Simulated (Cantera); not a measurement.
## Thermodynamics of silicon carbide growth, feed SiH₄ + C₂H₂ + H₂ + O₂

A closed system holds: 1 mol SiH₄, 1.3 mol C₂H₂, 120 mol H₂, 0.00054 mol O₂, held at 1.30 mbar.

Equilibrium computed with Cantera from the NASA thermochemical tables; the gas is ideal and each condensed phase is pure. Candidate condensed phases: C, C₆H₆, C₇H₈, C₈H₁₈, H₂O, Si, SiC, SiO₂; 123 gas species. Gases not in the tables: Si₂H₆ and higher silanes. Rates play no part.

```csv
T (K),x H₂,x H,x Si,x C₂H₂ (acetylene),x SiC₂,x Si₂C,x CH₄,n C(graphite),n SiC(s)
973,1.000,3.00e-8,<1e-12,5.38e-10,<1e-12,<1e-12,0.000167,1.58,1.00
1073,1.000,3.89e-7,<1e-12,7.18e-9,<1e-12,<1e-12,5.97e-5,1.59,1.00
1173,1.000,3.27e-6,<1e-12,6.12e-8,<1e-12,<1e-12,2.53e-5,1.60,1.00
1273,1.000,1.98e-5,3.56e-11,3.72e-7,<1e-12,<1e-12,1.22e-5,1.60,1.000
1373,1.000,9.24e-5,1.26e-9,1.73e-6,<1e-12,<1e-12,6.54e-6,1.60,1.000
1473,1.000,0.000351,2.76e-8,6.50e-6,3.81e-11,3.38e-11,3.81e-6,1.60,1.000
1573,0.999,0.00113,4.05e-7,2.06e-5,1.28e-9,1.06e-9,2.38e-6,1.59,1.000
1673,0.997,0.00315,4.29e-6,5.68e-5,2.81e-8,2.20e-8,1.57e-6,1.59,0.999
1773,0.992,0.00786,3.48e-5,0.000139,4.32e-7,3.20e-7,1.08e-6,1.57,0.995
1873,0.982,0.0177,0.000225,0.000306,4.94e-6,3.47e-6,7.64e-7,1.55,0.969
1973,0.961,0.0367,0.00120,0.000616,4.38e-5,2.94e-5,5.48e-7,1.60,0.831
2073,0.923,0.0701,0.00545,0.00113,0.000313,0.000201,3.90e-7,2.01,0.190
2173,0.866,0.125,0.00663,0.00191,0.000575,0.000109,2.72e-7,1.92,0
```
x: gas mole fraction; n: condensed amount in mol.

From 973 K to 2073 K the condensed part is C(graphite) + SiC(s). At 2173 K the condensed part is C(graphite).
